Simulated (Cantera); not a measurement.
An adiabatic, constant-pressure homogeneous reactor starts with 5.41 % CH₃OH, 19.8 % O₂, 74.7 % N₂, 0.124 % H₂O, equivalence ratio 0.41, at 1725 K and 518 Torr.

Detailed kinetics in Cantera: GRI-Mech 3.0 (53 species, 325 reactions). GRI-Mech 3.0 was tuned for natural gas; its chemistry of methanol as a main component is partial and can be far from experiment.

One state of this run: T (K) = 2464; x CH₃OH = <1e-12; x O₂ = 0.105; x NO = 0.0126; x H₂O₂ = 1.71e-7; x CH₂ = <1e-12; x HCO = 6.09e-10; x HCN = 4.72e-12. x: mole fraction; the columns are a selection and need not sum to one.

Problem. Which value of t (s) does it belong to?
A) 0.000775
B) 0.00205
C) 4.19e-5
D) 0.0379

Solution. D, 0.0379
